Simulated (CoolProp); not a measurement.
Vapour-liquid equilibrium of n-octane (1) + o-xylene (2) at 441.4 K; x and y are mole fractions of (1).

The numbers come from the multi-fluid Helmholtz-energy mixture model, Beckmüller 2019 and Zhou 2012; pair parameters Bell 2016 in CoolProp.

```csv
x,bubble pressure (kPa),y at the bubble point,dew pressure at overall composition x (kPa),liquid density (mol/L)
0.05,189.6,0.079,187.2,6.896
0.15,201.7,0.220,195.5,6.650
0.25,213.3,0.344,204.4,6.416
0.35,224.4,0.454,213.9,6.193
0.45,235.2,0.554,224.0,5.981
0.55,245.5,0.646,234.7,5.778
0.65,255.7,0.732,246.0,5.585
0.75,265.5,0.813,257.8,5.400
0.85,275.3,0.890,270.2,5.223
0.95,284.9,0.964,283.0,5.054
```

No azeotrope shows between x = 0.05 and 0.95.

The pair parameters rest on a limited set of measurements; away from them the model extrapolates.
